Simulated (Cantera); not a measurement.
Input: 1 mol Cu, 1.3 mol NH3, 11 mol N2, held at 1000 Pa.

These are equilibrium values from Cantera (NASA tables, ideal gas, pure condensed phases), not measurements of a reactor. Candidate condensed phases: Cu; 11 gas species. Rates play no part.

Q: Which condensed phases are stable at each of these points (T (K)): 1348, 1398, 1448, 1498, 1548, 1598, 1648?

A: 
| T (K) | condensed phases | Cu condensed (%) |
|---|---|---|
| 1348 | Cu(s) | 99.9 |
| 1398 | Cu(l) | 99.8 |
| 1448 | Cu(l) | 99.5 |
| 1498 | Cu(l) | 98.9 |
| 1548 | Cu(l) | 97.5 |
| 1598 | Cu(l) | 94.7 |
| 1648 | Cu(l) | 89.2 |

At 1348 K the condensed part is Cu(s). From 1398 K to 1648 K the condensed part is Cu(l).
